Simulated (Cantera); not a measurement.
Charge: 1 mol B2O3, 36 mol N2, held at 750 Torr.

These are equilibrium values from Cantera (NASA tables, ideal gas, pure condensed phases), not measurements of a reactor. Candidate condensed phases: B, BN, B2O3; 17 gas species. Rates play no part.

### Question
Which condensed phases are stable at each of these points (T (K)): 1525, 1600, 1675, 1750, 1825, 1900, 1975, 2050, 2125, 2200?

### Answer
| T (K) | condensed phases | B condensed (%) |
|---|---|---|
| 1525 | B2O3(l) | 99.9 |
| 1600 | B2O3(l) | 99.5 |
| 1675 | B2O3(l) | 98.1 |
| 1750 | B2O3(l) | 94.0 |
| 1825 | B2O3(l) | 82.5 |
| 1900 | B2O3(l) | 53.4 |
| 1975 | gas only | 0.0 |
| 2050 | gas only | 0.0 |
| 2125 | gas only | 0.0 |
| 2200 | gas only | 0.0 |

From 1525 K to 1900 K the condensed part is B2O3(l). From 1975 K to 2200 K nothing is condensed.
